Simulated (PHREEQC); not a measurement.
Dissolve 1.5 mol LiCl per kg of water at 25 °C. Closed to the air; pH follows from the charge balance.

The numbers come from PHREEQC with the Pitzer model, pitzer.dat.

This is a speciation only: nothing precipitates in the calculation.

Q: Predict the activity of water, density.

A: activity of water 0.943; density 1.032 g/cm³.
